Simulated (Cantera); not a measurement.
A closed system holds: 1 mol Si, 0.009 mol O2, 12 mol N2, 0.0087 mol H2O, at 1825 °C and 133 Pa.

Equilibrium computed with Cantera from the NASA thermochemical tables; the gas is ideal and each condensed phase is pure. Candidate condensed phases: H2O, Si, SiO2, Si2N2O, Si3N4; 35 gas species. The tables' values for SiN are old estimates; treat these amounts as uncertain. Rates play no part.

Base state: N2 0.923, Si 0.0718, SiO 0.00206, H 0.00103, Si2 0.000682, SiN 0.000525, Si2N 0.000462, H2 0.000148 (mole fractions); condensed: gas only.

Problem. What changes in the equilibrium state with this change: 0.031 mol HF added?

Solution. 
| species | before | after |
|---|---|---|
| N2 | 0.923 | 0.921 |
| Si | 0.0718 | 0.0699 |
| H | 0.00103 | 0.00221 |
| SiF | 0 | 0.00142 |
| SiF2 | 0 | 0.000435 |
| HF | 0 | 8.70e-5 |
| H2 | 0.000148 | 0.000690 |
| SiH | 1.74e-5 | 3.65e-5 |
The tables' values for SiF, SiN, SiF2 are old estimates; treat these amounts as uncertain.
